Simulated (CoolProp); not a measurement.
Vapour-liquid equilibrium of propylene (1) + dimethyl ether (2) at 288.6 K; x and y are mole fractions of (1).

Computed with CoolProp (multi-fluid Helmholtz-energy mixture model, Lemmon 2013 and Wu 2011; pair parameters Bell 2016).

```tsv
x	bubble pressure (kPa)	y at the bubble point	dew pressure at overall composition x (kPa)	liquid density (mol/L)
0.05	473.7	0.103	457.7	14.56
0.125	517.2	0.234	480.5	14.38
0.2	558.8	0.343	505.2	14.19
0.275	598.4	0.435	532.2	14.01
0.35	636.1	0.515	561.7	13.83
0.425	672.1	0.586	593.8	13.65
0.5	706.3	0.650	628.7	13.48
0.575	739.1	0.708	666.4	13.31
0.65	770.4	0.763	706.5	13.14
0.725	800.6	0.815	748.7	12.97
0.8	829.7	0.866	791.9	12.81
0.875	857.9	0.916	835.1	12.66
0.95	885.1	0.966	876.6	12.51
```

No azeotrope shows between x = 0.05 and 0.95.

The pair parameters rest on a limited set of measurements; away from them the model extrapolates.
